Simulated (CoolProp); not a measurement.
Properties of vinyl chloride along the isotherm 430 K.

The numbers come from the reference Helmholtz-energy equation of state, Thol 2022 in CoolProp.

```
p (kPa)          phase  cp (kJ/(kg K))  isothermal compressibility (1/MPa)
-------  -------------  --------------  ----------------------------------
2150               gas           1.242                              0.5471
4310               gas           1.767                              0.3949
6460     supercritical           5.794                              0.2592
8620     supercritical           2.547                                 ___
10800    supercritical             ___                             0.02302
12900    supercritical             ___                                 ___
15100    supercritical             ___                             0.01249
17200    supercritical           1.811                             0.01025
19400    supercritical           1.759                                 ___
21500    supercritical           1.721                            0.007529
23700    supercritical           1.689                            0.006641
25800    supercritical           1.664                            0.005975
28000    supercritical             ___                            0.005411
```

### Question
Some entries are withheld; supply them.

### Answer

- 8620, isothermal compressibility (1/MPa): 0.04122
- 10800, cp (kJ/(kg K)): 2.157
- 12900, cp (kJ/(kg K)): 1.987
- 12900, isothermal compressibility (1/MPa): 0.01627
- 15100, cp (kJ/(kg K)): 1.880
- 19400, isothermal compressibility (1/MPa): 0.008643
- 28000, cp (kJ/(kg K)): 1.642

The peak of cp marks the crossing from liquid-like to gas-like fluid above the critical point.
